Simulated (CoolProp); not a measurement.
R21 along the isobar 6.87 MPa: Z from the reference equation and from simpler models built on Tc = 452.7 K, pc = 5.289 MPa, ω = 0.206; each cubic takes its own stable root.

Computed with CoolProp (reference Helmholtz-energy equation of state, Platzer 1990). This equation is an older, rougher fit; its heat capacities, sound speeds and derivatives of the liquid may be far off and weren't checked against measurements.

| T (K) | phase | reference |
|---|---|---|
| 377.7 | liquid | 0.1909 |
| 387.2 | liquid | 0.1910 |
| 396.7 | liquid | 0.1917 |
| 406.3 | liquid | 0.1931 |
| 415.8 | liquid | 0.1954 |
| 425.3 | liquid | 0.1988 |
| 434.9 | liquid | 0.2041 |
| 444.4 | liquid | 0.2123 |
| 453.9 | supercritical | 0.2267 |
| 463.5 | supercritical | 0.2611 |
| 473 | supercritical | 0.3630 |

Problem. How far does each simpler model (Redlich-Kwong, Soave-Redlich-Kwong) lie from the reference over these 11 states: mean and median of the absolute difference, and the worst?

Solution. 
- Redlich-Kwong: mean 13.8 %, median 14.7 %, worst +18.7 % at 453.9 K and 6.87 MPa
- Soave-Redlich-Kwong: mean 13.1 %, median 11.7 %, worst +19.5 % at 463.5 K and 6.87 MPa
